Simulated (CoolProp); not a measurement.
Vapour-liquid equilibrium of acetone (1) + ethanol (2) at 325.2 K; x and y are mole fractions of (1).

The numbers come from the multi-fluid Helmholtz-energy mixture model, Lemmon 2006 and Schroeder 2014; pair parameters Bell 2016 in CoolProp.

| x | bubble pressure, mixture model (MPa) | bubble pressure, Raoult's law (MPa) | y, mixture model | y, Raoult's law |
|---|---|---|---|---|
| 0.05 | ? | 0.03521 | ? | 0.125 |
| 0.2 | 0.05340 | 0.04356 | ? | 0.405 |
| 0.35 | 0.06338 | 0.05192 | 0.634 | 0.594 |
| 0.5 | ? | 0.06027 | ? | 0.731 |
| 0.65 | 0.07675 | 0.06863 | 0.800 | 0.835 |
| 0.8 | ? | 0.07698 | 0.877 | 0.916 |
| 0.95 | 0.08671 | 0.08534 | 0.966 | 0.981 |

Fill in the missing entries.


- 0.05, bubble pressure, mixture model (MPa): 0.03880
- 0.05, y, mixture model: 0.202
- 0.2, y, mixture model: 0.496
- 0.5, bubble pressure, mixture model (MPa): 0.07076
- 0.5, y, mixture model: 0.724
- 0.8, bubble pressure, mixture model (MPa): 0.08202

The largest gap from Raoult's law is +22.6 % in bubble pressure, at x = 0.2. No azeotrope shows between x = 0.05 and 0.95.

Pair parameters are fitted to limited data, so mixtures are less certain than the pure fluids.
